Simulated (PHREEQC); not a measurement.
Dissolve 0.19 mol/kgw HF and 0.0013 mol/kgw KF at 20 °C. Closed to the air; pH follows from the charge balance.

Model: ion-association model, phreeqc.dat, run in PHREEQC.

* **pH**: 1.86
* **ionic strength**: 0.0166 mol/kgw
* **total alkalinity**: -190 meq/kg

```
species  molality  activity   log γ
-------  --------  --------  ------
HF          0.168     0.169   0.002
H+         0.0153    0.0137  -0.047
F-         0.0102   0.00898  -0.057
HF2-      0.00634   0.00559  -0.055
K+        0.00130   0.00114  -0.057
```

Precipitation was switched off in this run.
